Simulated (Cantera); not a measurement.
A freely propagating, adiabatic, planar premixed flame of CH4 : CO : O2 : N2 = 1 : 0.082 : 2.04 : 8.57 (molar parts), equivalence ratio 1.0, unburnt at 423 K and 120000 Pa; mixture-averaged transport, grid criteria slope 0.08 and curve 0.16, no radiation.

Computed with Cantera and GRI-Mech 3.0 (53 species, 325 reactions). Burning velocities carry a grid error of a few per cent, more on coarse grids.

### Question
What does this change do: CH4 1 to 1.3 parts?

### Answer
| quantity | before | after |
|---|---|---|
| laminar burning velocity | 53.0 cm/s | 34.2 cm/s |
| thermal thickness | 0.390 mm | 0.524 mm |
| peak x(C2H) | 1.30e-7 | 7.36e-7 |
